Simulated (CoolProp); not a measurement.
Saturation properties of R236EA.

Values from CoolProp's reference Helmholtz-energy equation of state, Rui 2013.

```
T (K)  p (MPa)  vapour density (kg/m³)  vapour viscosity (µPa s)
-----  -------  ----------------------  ------------------------
298.2   0.2063                   13.64                      10.8
301.2   0.2288                   15.06                      10.9
304.1   0.2522                   16.54                      11.0
307     0.2775                   18.14                      11.1
309.9   0.3046                   19.86                      11.2
312.9   0.3348                   21.78                      11.4
315.8   0.3661                   23.77                      11.5
318.7   0.3996                   25.90                      11.6
321.6   0.4354                   28.19                      11.7
324.6   0.4750                   30.73                      11.8
327.5   0.5157                   33.36                      11.9
330.4   0.5591                   36.18                      12.0
333.3   0.6051                   39.20                      12.1
336.3   0.6557                   42.55                      12.2
339.2   0.7077                   46.01                      12.3
```

It boils at 279.3 K under 1 atm.

Viscosity comes from a separate model (Huber 2003), an estimate that may be off by 10 % or more.
